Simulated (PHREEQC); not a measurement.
Dissolve 0.96 mol MgCl2, 0.031 mol Na2SO4 and 0.15 mol NaCl per kg of water at 20 °C and 50 atm. Closed to the air; pH follows from the charge balance.

All values are PHREEQC results (Pitzer model, pitzer.dat), not measurements.

```tsv
quantity	before	after
MgOH+ (mol/kgw)	5.61e-7	1.73e-7
HSO4- (mol/kgw)	5.36e-8	5.94e-8
SI of Epsomite (MgSO4:7H2O)	-1.86	-2.27
SI of Halite (NaCl)	-2.17	-3.05
```

Problem. Which change was made?
(A) Na2SO4 from 0.031 to 0.0031 mol/kgw
(B) diluted 2-fold with water
(C) MgCl2 from 0.96 to 0.096 mol/kgw
(D) temperature from 20 to 60 °C

Solution. C, MgCl2 from 0.96 to 0.096 mol/kgw

This is a speciation only: nothing precipitates in the calculation. Under pressure, the constants of complexes without a molar volume in the database are unreliable.
